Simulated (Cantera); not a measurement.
Input: 1 mol V2O3, 210 mol H2, 10 mol N2, equilibrated at 748.15 K and 5.20 bar.

Equilibrium computed with Cantera from the NASA thermochemical tables; the gas is ideal and each condensed phase is pure. Candidate condensed phases: H2O, V, VN, VO, V2O3, V2O4, V2O5; 28 gas species. VN: taken at fixed stoichiometry. Condensed phases not in the tables: the oxides between V2O3 and V2O5 other than VO2, V2N. Kinetics and transport are ignored.

Question: What is the equilibrium state?

Answer: 
```json
{
 "x(H2)": "0.950",
 "x(N2)": "0.0422",
 "x(NH3)": "0.00516",
 "x(H2O)": "0.00270",
 "n(VN(s))": "0.394 mol",
 "n(V2O3(s))": "0.803 mol",
 "gas_amount": "218.7 mol",
 "log10 activity of V(s) (absent)": "-10.30",
 "log10 activity of V2O5(s) (absent)": "-19.69"
}
```
